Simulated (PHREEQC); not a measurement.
A made-up water analysis in mmol/kgw, 50 °C, pH 6.63, pe 10.8: Na 44.5; K 3.15; Ca 30.3; Mg 10.7; Cl 82.3; S(6) 3.84; Alkalinity (meq/kgw) 0.00727; Si 0.094.

Valence states are taken as typed.

All values are PHREEQC results (ion-association model, phreeqc.dat), not measurements.

Q: The ionic strength comes out as 0.147 mol/kgw. What activity coefficients do HCO3-, KSO4-, NaSO4-, SO4-2, Mg+2 get?

A: HCO3- 0.76, KSO4- 0.76, NaSO4- 0.76, SO4-2 0.31, Mg+2 0.35.

Precipitation was switched off in this run. Away from 25 °C the constants follow the database's enthalpies or fits; those with neither stay at their 25 °C values.
